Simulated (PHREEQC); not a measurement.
A solution holds 0.16 mol HCl, 0.0023 mol CuSO4 and 0.00024 mol MgSO4 per kg of water, at 20 °C. Closed to the air; pH follows from the charge balance.

Equilibrium calculation in PHREEQC: ion-association model, phreeqc.dat.

No solid was allowed to form.

Task: Order these Cu species by the share of Cu that they hold, largest first: Cu+2, CuSO4, CuCl+, CuCl2.

Result: Cu+2 (88 %), CuCl+ (10 %), CuSO4 (0.83 %), CuCl2 (0.43 %)

Task: Order these S species by the share of S that they hold, largest first: HSO4-, CuSO4, SO4-2.

Result: HSO4- (82 %), SO4-2 (18 %), CuSO4 (0.75 %)

The pH is 0.90 and the ionic strength 0.165 mol/kgw. Species that the database lacks are ignored.
